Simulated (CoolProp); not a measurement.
Vapour-liquid equilibrium of propylene (1) + 1-butene (2) at 4.05 kPa; x and y are mole fractions of (1).

Values from CoolProp's multi-fluid Helmholtz-energy mixture model, Lemmon 2013 and Lemmon 2005; pair parameters Bell 2016.

```csv
x,"bubble temperature, mixture model (°C)","bubble temperature, Raoult's law (°C)","y, mixture model","y, Raoult's law"
0.05,-72.5,-72.4,0.348,0.346
0.2,-82.3,-82.2,0.750,0.748
0.35,-88.1,-88.0,0.878,0.877
0.5,-92.1,-92.0,0.935,0.935
0.65,-95.0,-95.0,0.966,0.966
0.8,-97.4,-97.3,0.984,0.985
0.95,-99.3,-99.3,0.997,0.997
```

The largest gap from Raoult's law is -0.1 K in bubble temperature, at x = 0.2. No azeotrope shows between x = 0.05 and 0.95.

Pair parameters are fitted to limited data, so mixtures are less certain than the pure fluids.
